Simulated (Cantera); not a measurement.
Feed: 1 mol Si2H6, 0.074 mol O3, 5.4 mol N2, at 723 K and 57.0 mbar.

Cantera equilibrium calculation (NASA polynomials, part measured and part estimated; ideal gas, pure solids and liquids). Candidate condensed phases: H2O, Si, SiO2, Si2N2O, Si3N4; 35 gas species. The feed counts by its element totals alone. N2 is the only nitrogen source here; it is nearly inert below about 1500 K, so the nitride shown seldom forms there in practice. Rates play no part.

Base state: N2 0.580, H2 0.420, NH3 8.29e-5 (mole fractions); condensed: Si2N2O(s) + Si3N4(s).

**Question.** What changes in the equilibrium state with this change: temperature from 723 K to 2000 K?

**Answer.** 
| species | before | after |
|---|---|---|
| N2 | 0.580 | 0.624 |
| H2 | 0.420 | 0.345 |
| SiO | <1e-9 | 0.0257 |
| H | <1e-9 | 0.00400 |
| Si | <1e-9 | 0.000764 |
| Si2N2O(s), mol | 0.222 | 0 |
| Si3N4(s), mol | 0.519 | 0 |
| Si(l), mol | 0 | 1.77 |
The tables' values for SiN are old estimates; treat these amounts as uncertain. Gases not in the tables: Si2H6 and higher silanes.

**Question.** What changes in the equilibrium state with this change: Si2H6 replaced by TEOS?

**Answer.** 
```csv
species,before,after
H2,0.420,0.454
N2,0.580,0.359
H2O,<1e-9,0.0852
CH4,0,0.0627
CO2,0,0.0232
CO,0,0.0161
NH3,8.29e-5,7.33e-5
"Si2N2O(s), mol",0.222,0
"Si3N4(s), mol",0.519,0
"C(graphite), mol",0,6.47
"SiO2(α-quartz), mol",0,1.00
```
Further candidate phases: C, C6H6, C7H8, C8H18, SiC.

**Question.** What changes in the equilibrium state with this change: O3 from 0.074 to 8.2 mol?

**Answer.** 
| species | before | after |
|---|---|---|
| O2 | <1e-9 | 0.512 |
| N2 | 0.580 | 0.314 |
| H2O | <1e-9 | 0.174 |
| H2 | 0.420 | <1e-9 |
| NH3 | 8.29e-5 | <1e-9 |
| Si2N2O(s), mol | 0.222 | 0 |
| Si3N4(s), mol | 0.519 | 0 |
| SiO2(α-quartz), mol | 0 | 2.00 |
